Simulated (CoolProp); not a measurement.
Properties of sulfur hexafluoride along the isotherm 465.1 K.

Model: reference Helmholtz-energy equation of state, Guder 2009, in CoolProp.

| p (MPa) | phase | cv (kJ/(kg K)) | Joule-Thomson coefficient (K/MPa) | expansivity (1/kK) | viscosity (µPa s) | conductivity (mW/(m K)) | fugacity coefficient |
|---|---|---|---|---|---|---|---|
| 0.0178 | gas | 0.7978 | 2.931 | 2.154 | 22.4 | 25.2 | 0.9996 |
| 0.0269 | gas | 0.7978 | 2.931 | 2.156 | 22.4 | 25.2 | 0.9994 |
| 0.0405 | gas | 0.7979 | 2.932 | 2.158 | 22.4 | 25.2 | 0.9991 |
| 0.0612 | gas | 0.7979 | 2.932 | 2.163 | 22.4 | 25.2 | 0.9986 |
| 0.0923 | gas | 0.7980 | 2.933 | 2.169 | 22.4 | 25.2 | 0.9979 |
| 0.139 | gas | 0.7981 | 2.935 | 2.179 | 22.4 | 25.3 | 0.9969 |
| 0.21 | gas | 0.7983 | 2.937 | 2.193 | 22.4 | 25.4 | 0.9953 |
| 0.317 | gas | 0.7986 | 2.940 | 2.215 | 22.5 | 25.5 | 0.9929 |
| 0.478 | gas | 0.7991 | 2.944 | 2.249 | 22.5 | 25.7 | 0.9893 |
| 0.721 | gas | 0.7998 | 2.950 | 2.302 | 22.6 | 25.9 | 0.9839 |
| 1.09 | gas | 0.8008 | 2.958 | 2.383 | 22.8 | 26.3 | 0.9759 |
| 1.64 | gas | 0.8024 | 2.967 | 2.509 | 23.0 | 26.9 | 0.9640 |
| 2.47 | gas | 0.8047 | 2.973 | 2.708 | 23.5 | 27.6 | 0.9465 |
| 3.73 | gas | 0.8080 | 2.960 | 3.031 | 24.4 | 28.8 | 0.9211 |
| 5.63 | supercritical | 0.8126 | 2.879 | 3.542 | 26.3 | 30.4 | 0.8851 |

Viscosity comes from a separate model (Quiñones-Cisneros 2012). Thermal conductivity comes from a separate model (Assael 2012).
